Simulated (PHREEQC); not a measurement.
Dissolve 0.21 mol/kgw NaH2PO4 and 0.058 mol/kgw NaOH at 20 °C. Closed to the air; pH follows from the charge balance.

The numbers come from PHREEQC with the ion-association model, wateq4f.dat.

Precipitation was switched off in this run.

### Question
Order these P species by the share of P that they hold, largest first: H2PO4-, HPO4-2, NaHPO4-.

### Answer
H2PO4- (72 %), HPO4-2 (24 %), NaHPO4- (3.2 %)

The pH is 6.30 and the ionic strength 0.312 mol/kgw. H3PO4, which wateq4f.dat lacks, is added to it with the constant of phreeqc.dat.
